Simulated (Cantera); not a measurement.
**Equilibrium for carbon deposition, reforming and gasification: CH4 + H2O + H2**

A closed system holds: 1 mol CH4, 3.6 mol H2O, 2.9 mol H2, equilibrated at 10000 Pa.

Equilibrium computed with Cantera from the NASA thermochemical tables; the gas is ideal and each condensed phase is pure. Candidate condensed phases: C, C6H6, C7H8, C8H18, H2O; 110 gas species. Kinetics and transport are ignored.

From 952 °C to 2002 °C nothing is condensed. The main C-bearing gas is CO throughout.

```
T (°C)   x H2  x H2O    x CO    x CO2       x H      x OH       x O      x O2
------  -----  -----  ------  -------  --------  --------  --------  --------
952     0.643  0.252  0.0831   0.0221   7.90e-7   2.81e-9    <1e-12    <1e-12
1102    0.638  0.257  0.0881   0.0171   8.66e-6   6.26e-8    <1e-12    <1e-12
1252    0.635  0.260  0.0914   0.0139   5.96e-5   7.57e-7  6.09e-11  1.16e-11
1402    0.633  0.262  0.0936   0.0117  0.000292   5.85e-6   2.18e-9  4.08e-10
1552    0.630  0.263  0.0951   0.0101   0.00111   3.23e-5   4.35e-8   8.02e-9
1702    0.627  0.264  0.0961  0.00900   0.00343  0.000137   5.53e-7   1.01e-7
1852    0.622  0.264  0.0966  0.00815   0.00906  0.000476   4.92e-6   8.87e-7
2002    0.612  0.262  0.0966  0.00748    0.0210   0.00140   3.29e-5   5.90e-6
```
x: gas mole fraction; nothing condenses.
